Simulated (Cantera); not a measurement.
# Premixed flame

A freely propagating, adiabatic, planar premixed flame of H₂ : O₂ : N₂ = 1 : 0.294 : 1.11 (molar parts), unburnt at 650 K and 100.0 Torr; mixture-averaged transport, grid criteria slope 0.08 and curve 0.16, no radiation.

Detailed kinetics in Cantera: the H2/O2 subset of GRI-Mech 3.0, which has no nitrogen chemistry. Burning velocities carry a grid error of a few per cent, more on coarse grids.

```
z (mm)  T (K)  u (m/s)   x H₂     x O₂       x O    x HO₂   x H₂O₂      x OH
------  -----  -------  -----  -------  --------  -------  -------  --------
-19.4     650     8.06  0.416    0.122     <1e-8    <1e-8    <1e-8     <1e-8
-12.9     650     8.06  0.416    0.122     <1e-8    <1e-8    <1e-8     <1e-8
-9.68     650     8.06  0.416    0.122     <1e-8    <1e-8    <1e-8     <1e-8
-6.45     650     8.06  0.416    0.122     <1e-8  5.35e-7    <1e-8     <1e-8
-3.23     658     8.15  0.415    0.122   1.08e-5  3.59e-5  1.95e-7   1.98e-5
-1.61     760     9.34  0.392    0.118  0.000311  2.62e-5  2.11e-7  0.000224
0        1117     13.4  0.239   0.0671   0.00605  1.09e-5  3.48e-7   0.00262
1.61     1370     16.3  0.131  0.00968   0.00638  1.55e-6  3.12e-7   0.00513
3.23     1466     17.3  0.129  0.00518   0.00573  7.52e-7  2.81e-7   0.00622
6.45     1583     18.5  0.137  0.00433   0.00543  5.52e-7  2.21e-7   0.00758
12.9     1720     19.9  0.147  0.00354   0.00477  4.00e-7  1.37e-7   0.00888
25.8     1867     21.3  0.156  0.00263   0.00377  2.76e-7  7.36e-8   0.00969
51.6     2011     22.7  0.164  0.00175   0.00264  1.88e-7  3.82e-8   0.00965
```
x: mole fraction of selected species; z is measured from the peak of heat release.

The laminar burning velocity is 806 cm/s, the thermal thickness is 6.45 mm and the peak x(O) is 0.00760. The peak x(HO₂) is 3.59e-5, the peak x(H₂O₂) is 3.80e-7 and the peak x(OH) is 0.00979.
